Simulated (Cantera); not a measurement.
Cantera run, input and output.

```python
import numpy as np
import cantera as ct

gas = ct.Solution("gri30.yaml")


def delay(T, t_max=10):
    gas.TPX = T, 170000, {'CH4': 1, 'C2H6': 0.08, 'C3H8': 0.045, 'O2': 5.96, 'N2': 22.4}
    reactor = ct.IdealGasReactor(gas, clone=False)
    net = ct.ReactorNet([reactor])
    net.rtol, net.atol = 1e-8, 1e-16
    while net.time < t_max:
        t_old, T_old = net.time, reactor.T
        net.step()
        if reactor.T > T + 400:  # ignition: a rise of 400 K
            return t_old + (T + 400 - T_old) / (reactor.T - T_old) * (net.time - t_old)
    return np.nan


taus = []
for T in [1025, 1125, 1225, 1325, 1425, 1525, 1625, 1725, 1825, 1925]:
    taus.append(delay(T))
    print(f"T0 = {T:6g} K   tau = {taus[-1]:.4e} s")
```

Output:

```
T0 =   1025 K   tau = 4.9383e-02 s
T0 =   1125 K   tau = 9.3080e-03 s
T0 =   1225 K   tau = 2.2682e-03 s
T0 =   1325 K   tau = 6.4302e-04 s
T0 =   1425 K   tau = 2.1664e-04 s
T0 =   1525 K   tau = 8.8331e-05 s
T0 =   1625 K   tau = 4.3065e-05 s
T0 =   1725 K   tau = 2.4332e-05 s
T0 =   1825 K   tau = 1.5401e-05 s
T0 =   1925 K   tau = 1.0617e-05 s
```

Detailed kinetics in Cantera: GRI-Mech 3.0 (53 species, 325 reactions).
